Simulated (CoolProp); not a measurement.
Aqueous propylene glycol as a coolant, at 2 °C, 1 atm.

Model: Melinder's fits for secondary coolants, in CoolProp.

```
mass %  freezing point (°C)  cp (kJ/(kg K))  conductivity (W/(m K))  density (kg/m³)  Prandtl number
------  -------------------  --------------  ----------------------  ---------------  --------------
5.9                    -1.5           4.115                   0.537             1005            16.5
12.4                   -3.8           4.031                   0.507             1012            22.4
18.9                   -6.6           3.953                   0.478             1018            31.1
25.4                  -10.0           3.872                   0.450             1026            44.1
31.9                  -14.1           3.780                   0.422             1033            63.4
38.4                  -19.1           3.676                   0.395             1040            91.1
44.9                  -25.7           3.559                   0.370             1046             129
```
